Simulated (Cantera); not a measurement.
## Adiabatic ignition

An adiabatic, constant-pressure homogeneous reactor starts with C₃H₈ : O₂ : N₂ = 1 : 3.85 : 15 (molar parts), at 1675 K and 0.790 bar.

Cantera simulation using GRI-Mech 3.0 (53 species, 325 reactions); the numbers are that mechanism's predictions, not measurements. GRI-Mech 3.0 was tuned for natural gas; its chemistry of propane as a main component is partial and can be far from experiment.

```
t (s)     T (K)    x C₃H₈     x O₂      x NO   x CH₂CO      x OH
--------  -----  --------  -------  --------  --------  --------
1.00e-6    1667    0.0493    0.194    <1e-12   5.38e-8   2.12e-5
3.16e-6    1652    0.0460    0.192  2.56e-11   6.75e-6   8.78e-5
1.00e-5    1639    0.0328    0.184  8.20e-10  0.000301  0.000196
3.16e-5    2500  7.37e-12   0.0399   2.06e-5  0.000556    0.0110
0.000100   2661    <1e-12   0.0118  0.000320    <1e-12    0.0207
0.000316   2775    <1e-12  0.00953   0.00124    <1e-12    0.0195
0.00100    2822    <1e-12  0.00794   0.00379    <1e-12    0.0182
0.00316    2818    <1e-12  0.00738   0.00623    <1e-12    0.0176
0.0100     2818    <1e-12  0.00733   0.00645    <1e-12    0.0176
0.0316     2818    <1e-12  0.00733   0.00645    <1e-12    0.0176
0.100      2818    <1e-12  0.00733   0.00645    <1e-12    0.0176
0.316      2818    <1e-12  0.00733   0.00645    <1e-12    0.0176
1.00       2818    <1e-12  0.00733   0.00645    <1e-12    0.0176
```
x: mole fraction; the columns are a selection and need not sum to one.

- time of steepest temperature rise = 30.3 µs
- temperature at 1.00 s = 2818 K
- equilibrium temperature = 2818 K
- x(C₃H₈) at 1.00 s = <1e-12 (gas-phase equilibrium <1e-12)
- x(O₂) at 1.00 s = 0.00733 (gas-phase equilibrium 0.00733)
- x(NO) at 1.00 s = 0.00645 (gas-phase equilibrium 0.00645)
